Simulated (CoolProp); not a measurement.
Vapour-liquid equilibrium of diethyl ether (1) + acetone (2) at 13.7 bar; x and y are mole fractions of (1).

The numbers come from the multi-fluid Helmholtz-energy mixture model, Thol 2014 and Lemmon 2006; pair parameters Bell 2016 in CoolProp.

```json
[
 {"x": "0.05", "bubble temperature, mixture model (K)": "430.3", "bubble temperature, Raoult's law (K)": "431.2", "y, mixture model": "0.079", "y, Raoult's law": "0.075"},
 {"x": "0.2", "bubble temperature, mixture model (K)": "423.7", "bubble temperature, Raoult's law (K)": "427.1", "y, mixture model": "0.289", "y, Raoult's law": "0.279"},
 {"x": "0.35", "bubble temperature, mixture model (K)": "418.3", "bubble temperature, Raoult's law (K)": "423.3", "y, mixture model": "0.457", "y, Raoult's law": "0.457"},
 {"x": "0.5", "bubble temperature, mixture model (K)": "414.2", "bubble temperature, Raoult's law (K)": "419.6", "y, mixture model": "0.592", "y, Raoult's law": "0.611"},
 {"x": "0.65", "bubble temperature, mixture model (K)": "411.3", "bubble temperature, Raoult's law (K)": "416.2", "y, mixture model": "0.710", "y, Raoult's law": "0.746"},
 {"x": "0.8", "bubble temperature, mixture model (K)": "409.4", "bubble temperature, Raoult's law (K)": "412.9", "y, mixture model": "0.823", "y, Raoult's law": "0.864"},
 {"x": "0.95", "bubble temperature, mixture model (K)": "408.6", "bubble temperature, Raoult's law (K)": "409.8", "y, mixture model": "0.950", "y, Raoult's law": "0.968"}
]
```

The largest gap from Raoult's law is -5.4 K in bubble temperature, at x = 0.5. y crosses x between x = 0.8 and 0.95: the model has an azeotrope there.

The pair parameters rest on a limited set of measurements; away from them the model extrapolates.
